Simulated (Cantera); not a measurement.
Feed: 1 mol Al2O3, 8.3 mol N2, held at 2173.15 K and 101000 Pa.

These are equilibrium values from Cantera (NASA tables, ideal gas, pure condensed phases), not measurements of a reactor. Candidate condensed phases: Al, AlN, Al2O3; 16 gas species. The numbers say what is thermodynamically allowed, not how fast it happens.

Base state: N2 1.000 (mole fractions); condensed: Al2O3(s).

**Question.** What changes in the equilibrium state with this change: Al2O3 replaced by SiO2?

**Answer.** 
| species | before | after |
|---|---|---|
| N2 | 1.000 | 1.000 |
| SiO | 0 | 0.000181 |
| NO | 6.60e-7 | 0.000131 |
| O2 | <1e-9 | 2.00e-5 |
| O | 5.11e-8 | 1.01e-5 |
| Al2O3(s), mol | 1.000 | 0 |
| SiO2(l), mol | 0 | 0.998 |
The tables hold silica as quartz up to 1696 K and as liquid above; real silica turns to tridymite and cristobalite and melts near 1996 K. Further candidate phases: Si, SiO2, Si2N2O, Si3N4.
